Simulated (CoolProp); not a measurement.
A single-stage vapour-compression cycle with chlorine: evaporating at 250.15 K (dew point), condensing at 272.15 K (bubble point), superheat 10 K, subcooling 2 K, compressor efficiency 0.8, no pressure losses. Each further row changes one setting.

Model: reference Helmholtz-energy equation of state, Thol 2021, in CoolProp.

```csv
case,cooling COP,pressure ratio,discharge temperature (K),refrigerating effect (kJ/kg),volumetric capacity (kJ/m³)
as stated,[?],2.22,330.2,266,1450
evaporating temperature 255.15 K,[?],1.83,317.8,268,[?]
condensing temperature 267.15 K,10.8,1.88,314.4,271,1470
subcooling 7 K,[?],2.22,330.2,271,1470
superheat 20 K,8.00,2.22,342.5,271,1410
compressor efficiency 0.7,7.16,2.22,339.2,266,1450
```

Problem. Fill in the missing entries.

Solution. 
- as stated, cooling COP: 8.19
- evaporating temperature 255.15 K, cooling COP: 11.0
- evaporating temperature 255.15 K, volumetric capacity (kJ/m³): 1740
- subcooling 7 K, cooling COP: 8.33
